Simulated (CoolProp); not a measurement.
Model: reference Helmholtz-energy equation of state, Zhou 2016, in CoolProp.

Problem. For R245ca, give the phase and the cp (kJ/(kg K)), speed of sound (m/s) at 56.45 °C and 101 kPa; 159.65 °C and 101 kPa.

Solution. 
- 56.45 °C and 101 kPa: gas; cp 0.972, speed of sound 144
- 159.65 °C and 101 kPa: gas; cp 1.14, speed of sound 167
